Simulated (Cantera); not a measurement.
An isothermal, constant-pressure homogeneous reactor starts with 7.69 % CH₄, 92.3 % N₂, at 1875 K and 0.0118 atm.

Detailed kinetics in Cantera: GRI-Mech 3.0 (53 species, 325 reactions). GRI-Mech 3.0 stops at C3 and has no aromatics, soot or wall deposition, so with more carbon than oxygen in the feed, carbon stays in small species such as C2H2 where larger ones or solid carbon would form. Radical loss at walls, strong at low pressure, is not modelled.

x: mole fraction; the columns are a selection and need not sum to one.

```csv
t (s),x CH₄,x HCN,x H₂,x H,x C₂H,x CH₂
0.000300,0.0769,<1e-12,3.31e-5,2.81e-6,<1e-12,5.32e-9
0.000711,0.0767,3.83e-12,8.30e-5,2.88e-6,<1e-12,2.62e-8
0.00169,0.0765,3.47e-11,0.000209,3.31e-6,4.38e-12,1.28e-7
0.00400,0.0758,3.85e-10,0.000628,5.84e-6,3.46e-10,6.10e-7
0.00949,0.0727,8.01e-9,0.00320,2.14e-5,(withheld),2.62e-6
0.0225,0.0558,2.76e-7,0.0229,0.000112,(withheld),7.16e-6
0.0533,0.0256,2.92e-6,0.0684,0.000300,(withheld),6.71e-6
0.126,0.00870,1.00e-5,0.0938,0.000475,(withheld),4.22e-6
0.300,0.00217,2.43e-5,0.103,0.000721,(withheld),2.30e-6
0.711,0.000407,5.06e-5,0.106,0.00108,(withheld),9.88e-7
1.69,6.50e-5,8.74e-5,0.106,0.00153,(withheld),3.17e-7
4.00,7.78e-6,0.000117,0.106,0.00188,(withheld),5.78e-8
```

Question: Complete the blanks.

Answer: 
- 0.00949, x C₂H: 1.41e-8
- 0.0225, x C₂H: 2.64e-7
- 0.0533, x C₂H: 1.13e-6
- 0.126, x C₂H: 1.87e-6
- 0.300, x C₂H: 2.85e-6
- 0.711, x C₂H: 4.30e-6
- 1.69, x C₂H: 6.06e-6
- 4.00, x C₂H: 7.47e-6
